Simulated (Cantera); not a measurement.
Ignition delay

Mixture: CH4 : H2 : O2 : N2 = 1 : 0.06 : 1.69 : 11.3 (molar parts), equivalence ratio 1.2, at 5.00 bar, adiabatic and at constant volume. Ignition delay is the time to a rise of 400 K.

Model: GRI-Mech 3.0 (53 species, 325 reactions), integrated in Cantera.

```
T0 (K)  delay (ms)
------  ----------
1075          29.5
1125          18.3
1175          11.3
1225          6.88
1275          4.16
1325          2.50
1375          1.51
```

The apparent activation energy between 1275 and 1375 K is 150 kJ/mol.
